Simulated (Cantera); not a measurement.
Feed: 1 mol CH4, 0.49 mol H2, equilibrated at 75.0 Torr.

Equilibrium computed with Cantera from the NASA thermochemical tables; the gas is ideal and each condensed phase is pure. Candidate condensed phases: C, C6H6, C7H8, C8H18; 76 gas species. Kinetics and transport are ignored.

Q: At 2325 K, list the 5 most abundant gas species with their mole fractions, and the condensed phases.

A: H2 0.961, H 0.0341, C2H2 (acetylene) 0.00470, CH4 1.88e-5, CH3 1.25e-5. Condensed: C(graphite).
